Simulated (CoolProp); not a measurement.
Nitrogen along the isotherm 68.2 K: fugacity coefficient from the reference equation and from simpler models built on Tc = 126.2 K, pc = 3396 kPa, ω = 0.037; each cubic takes its own stable root.

Model: reference Helmholtz-energy equation of state, Span 2000, in CoolProp.

| p (kPa) | phase | reference |
|---|---|---|
| 16.1 | gas | 0.9905 |
| 28.6 | gas | 0.9832 |
| 50.9 | liquid | 0.5680 |
| 90.6 | liquid | 0.3198 |
| 161 | liquid | 0.1807 |
| 286 | liquid | 0.1025 |
| 509 | liquid | 0.05834 |
| 906 | liquid | 0.03354 |
| 1610 | liquid | 0.01966 |
| 2860 | liquid | 0.01190 |
| 5090 | liquid | 0.007610 |

### Question
How far does each simpler model (van der Waals, Peng-Robinson) lie from the reference over these 11 states: mean and median of the absolute difference, and the worst?

### Answer
- van der Waals: mean 298.7 %, median 410.9 %, worst +479.0 % at 68.2 K and 5090 kPa
- Peng-Robinson: mean 1.9 %, median 2.4 %, worst +3.0 % at 68.2 K and 50.9 kPa

At some of these states van der Waals gives the other phase, because its saturation line lies elsewhere.
